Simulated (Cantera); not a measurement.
## Adiabatic ignition

An adiabatic, constant-volume homogeneous reactor starts with 3.82 % CH₄, 20.1 % O₂, 75.6 % N₂, 0.458 % H₂O, equivalence ratio 0.38, at 1325 K and 150000 Pa.

Computed with Cantera and GRI-Mech 3.0 (53 species, 325 reactions).

```csv
t (s),T (K),P (bar),x CH₄,x O₂,x C₂H₄,x C₂H₆,x C₂H,x NO,x O
1.00e-6,1325,1.50,0.0382,0.201,<1e-12,<1e-12,<1e-12,<1e-12,5.24e-11
3.11e-6,1325,1.50,0.0382,0.201,<1e-12,<1e-12,<1e-12,<1e-12,1.40e-10
9.69e-6,1325,1.50,0.0382,0.201,<1e-12,<1e-12,<1e-12,<1e-12,2.08e-10
3.01e-5,1325,1.50,0.0382,0.201,<1e-12,1.58e-11,<1e-12,<1e-12,3.87e-10
9.38e-5,1325,1.50,0.0382,0.201,3.42e-11,6.13e-10,<1e-12,<1e-12,1.08e-9
0.000292,1325,1.50,0.0382,0.201,2.32e-9,4.04e-8,<1e-12,<1e-12,5.08e-9
0.000909,1325,1.50,0.0381,0.201,3.91e-7,6.29e-6,<1e-12,<1e-12,3.96e-8
0.00283,1334,1.51,0.0368,0.200,3.97e-5,0.000251,<1e-12,<1e-12,3.28e-7
0.00880,2314,2.63,<1e-12,0.122,<1e-12,<1e-12,<1e-12,0.00113,0.00117
0.0274,2306,2.62,<1e-12,0.121,<1e-12,<1e-12,<1e-12,0.00442,0.00111
0.0853,2294,2.60,<1e-12,0.119,<1e-12,<1e-12,<1e-12,0.00931,0.00103
0.265,2289,2.60,<1e-12,0.118,<1e-12,<1e-12,<1e-12,0.0112,0.000999
0.826,2289,2.60,<1e-12,0.118,<1e-12,<1e-12,<1e-12,0.0112,0.000998
2.57,2289,2.60,<1e-12,0.118,<1e-12,<1e-12,<1e-12,0.0112,0.000998
8.00,2289,2.60,<1e-12,0.118,<1e-12,<1e-12,<1e-12,0.0112,0.000998
```
x: mole fraction; the columns are a selection and need not sum to one.

| Property | Value |
|---|---|
| time of steepest temperature rise | 3.80 ms |
| temperature at 8.00 s | 2289 K |
| equilibrium temperature | 2289 K |
| x(CH₄) at 8.00 s | <1e-12 (gas-phase equilibrium <1e-12) |
| x(O₂) at 8.00 s | 0.118 (gas-phase equilibrium 0.118) |
| x(C₂H₄) at 8.00 s | <1e-12 (gas-phase equilibrium <1e-12) |
